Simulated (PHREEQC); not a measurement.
Consider water at 25 °C with 0.035 mol/kgw HF, 0.00043 mol/kgw NaF, 2.7e-06 mol/kgw H4SiO4 and 0.0018 mol/kgw FeCl2. Closed to the air; pH follows from the charge balance.

Model: ion-association model, phreeqc.dat, run in PHREEQC.

No solid was allowed to form.

Question: Estimate the pH.

Answer: pH 2.34.

Question: In which forms is F present?

Answer: HF 83 %, F- 14 %, HF2- 3.1 % of the F.

Species that the database lacks are ignored. SiF6-2 is the database's only silicon fluoride. Fluoro complexes past AlF4- and FeF3 are missing from the database.
